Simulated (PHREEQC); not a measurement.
1 kg of water holding 0.042 mol KHCO3, 0.23 mol K2CO3 and 0.05 mol KCl is evaporated at 30 °C; the solids stay in contact with the brine. CO2 from the air is kept out. Only these solids could form: Kalicinite, Sylvite.

The series has 17 steps of water left (kg), from 1 to 0.04336.

All values are PHREEQC results (Pitzer model, pitzer.dat), not measurements.

Q: Which solids form, in which order, and at which step of the series does each first stand?

A: Kalicinite from water left = 0.04336 kg (pH 11.42); Sylvite from water left = 0.04336 kg (pH 11.42).

Complexes and solids missing from the database can't appear.
